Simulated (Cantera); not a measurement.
Input (Python, Cantera) and output of one run.

```python
import numpy as np
import cantera as ct

gas_names = """
    CL CL2 H HCL H2 N NH NH2 NH3 N2 N2H2 N2H4 Si SiCL SiCL2 SiCL3 SiCL4 SiH SiHCL3 SiH2 SiH2CL2 SiH3
    SiH3CL SiH4 SiN Si2 Si2N Si3
""".split()
cond_names = """
    NH4CL(a) NH4CL(b) Si(cr) Si(L) Si3N4(a)
""".split()


def load(file, names, dense=False):
    # The tables refer to 1 bar. Condensed volumes are neglected.
    table = {s.name: s for s in ct.Species.list_from_file(file)}
    out = []
    for n in names:
        d = dict(table[n].input_data)
        d["thermo"] = dict(d["thermo"], **{"reference-pressure": 1e5})
        if dense:
            d["equation-of-state"] = {"model": "constant-volume", "density": "1e6 g/cm^3"}
        out.append(ct.Species.from_dict(d))
    return out


gas = ct.Solution(thermo="ideal-gas", species=load("nasa_gas.yaml", gas_names))
cond = {s.name: ct.Solution(thermo="fixed-stoichiometry", species=[s], name=s.name)
        for s in load("nasa_condensed.yaml", cond_names, dense=True)}
atoms = {
    'Si2Cl6': {'Si': 2, 'CL': 6},
    'NH3': {'N': 1, 'H': 3},
    'N2': {'N': 2},
}
top_T = {'Si3N4(a)': 2400}  # K; cautious upper limits of use, not melting points


def equilibrate(T, P, feed):
    n = {}
    for name, mol in feed.items():
        for a, k in atoms[name].items():
            n[a] = n.get(a, 0.0) + k * mol
    gas.TPX = T, P, n
    mass = sum(n.values()) * gas.mean_molecular_weight
    gas.equilibrate("TP")
    valid = [c for c in cond.values() if c.min_temp <= T <= top_T.get(c.name, c.max_temp)]
    mix = ct.Mixture([(gas, mass / gas.mean_molecular_weight)] + [(c, 0.0) for c in valid])
    mix.T, mix.P = T, P
    mix.equilibrate("TP", solver="vcs", rtol=1e-11, max_steps=5000)
    return mix


results = []
T = 1625  # K
P = 10000  # Pa
for m in [0.92, 1.1, 1.3, 1.5, 1.8, 2.1, 2.5, 2.9, 3.4, 4.1]:
    feed = {'Si2Cl6': 1, 'NH3': m, 'N2': 29}  # mol
    mix = equilibrate(T, P, feed)
    results.append((T, P, feed, dict(zip(mix.species_names, mix.species_moles))))
    x = sorted(zip(gas.X, gas.species_names), reverse=True)
    print(f"T = {T:g} K  P = {P:g} Pa  n(NH3) = {m:g} mol  gas = {mix.phase_moles(0):.4g} mol")
    print("   x: " + "  ".join(f"{s} {v:.3e}" for v, s in x if v > 0.0001))
    print("   condensed (mol): " + ("  ".join(f"{mix.phase(i).name} {mix.phase_moles(i):.4g}"
          for i in range(1, mix.n_phases) if mix.phase_moles(i) > 1e-12) or "none"))
```

It prints:

```
T = 1625 K  P = 10000 Pa  n(NH3) = 0.92 mol  gas = 33.34 mol
   x: N2 8.773e-01  HCL 6.147e-02  SiCL2 3.757e-02  H2 1.059e-02  SiCL3 8.434e-03  SiCL4 4.399e-03  SiHCL3 1.181e-04  CL 1.049e-04
   condensed (mol): Si3N4(a) 0.1052
T = 1625 K  P = 10000 Pa  n(NH3) = 1.1 mol  gas = 33.66 mol
   x: N2 8.696e-01  HCL 6.914e-02  SiCL2 3.520e-02  H2 1.438e-02  SiCL3 7.628e-03  SiCL4 3.840e-03  SiHCL3 1.245e-04  CL 1.013e-04
   condensed (mol): Si3N4(a) 0.1416
T = 1625 K  P = 10000 Pa  n(NH3) = 1.3 mol  gas = 34.01 mol
   x: N2 8.613e-01  HCL 7.650e-02  SiCL2 3.282e-02  H2 1.900e-02  SiCL3 6.843e-03  SiCL4 3.315e-03  SiHCL3 1.284e-04
   condensed (mol): Si3N4(a) 0.178
T = 1625 K  P = 10000 Pa  n(NH3) = 1.5 mol  gas = 34.37 mol
   x: N2 8.533e-01  HCL 8.279e-02  SiCL2 3.065e-02  H2 2.398e-02  SiCL3 6.159e-03  SiCL4 2.875e-03  SiHCL3 1.298e-04
   condensed (mol): Si3N4(a) 0.2104
T = 1625 K  P = 10000 Pa  n(NH3) = 1.8 mol  gas = 34.92 mol
   x: N2 8.418e-01  HCL 9.057e-02  H2 3.195e-02  SiCL2 2.778e-02  SiCL3 5.289e-03  SiCL4 2.340e-03  SiHCL3 1.287e-04
   condensed (mol): Si3N4(a) 0.253
T = 1625 K  P = 10000 Pa  n(NH3) = 2.1 mol  gas = 35.47 mol
   x: N2 8.309e-01  HCL 9.671e-02  H2 4.037e-02  SiCL2 2.529e-02  SiCL3 4.574e-03  SiCL4 1.922e-03  SiHCL3 1.251e-04
   condensed (mol): Si3N4(a) 0.2894
T = 1625 K  P = 10000 Pa  n(NH3) = 2.5 mol  gas = 36.21 mol
   x: N2 8.171e-01  HCL 1.029e-01  H2 5.202e-02  SiCL2 2.246e-02  SiCL3 3.808e-03  SiCL4 1.500e-03  SiHCL3 1.182e-04
   condensed (mol): Si3N4(a) 0.33
T = 1625 K  P = 10000 Pa  n(NH3) = 2.9 mol  gas = 36.97 mol
   x: N2 8.040e-01  HCL 1.073e-01  H2 6.392e-02  SiCL2 2.010e-02  SiCL3 3.206e-03  SiCL4 1.188e-03  SiHCL3 1.103e-04
   condensed (mol): Si3N4(a) 0.3634
T = 1625 K  P = 10000 Pa  n(NH3) = 3.4 mol  gas = 37.92 mol
   x: N2 7.886e-01  HCL 1.110e-01  H2 7.889e-02  SiCL2 1.766e-02  SiCL3 2.624e-03  SiCL4 9.056e-04  SiHCL3 1.003e-04
   condensed (mol): Si3N4(a) 0.3975
T = 1625 K  P = 10000 Pa  n(NH3) = 4.1 mol  gas = 39.26 mol
   x: N2 7.686e-01  HCL 1.139e-01  H2 9.960e-02  SiCL2 1.497e-02  SiCL3 2.030e-03  SiCL4 6.396e-04
   condensed (mol): Si3N4(a) 0.4346
```

Equilibrium computed with Cantera from the NASA thermochemical tables; the gas is ideal and each condensed phase is pure. The feed counts by its element totals alone. The tables' values for SiCl3 are old estimates; treat these amounts as uncertain.
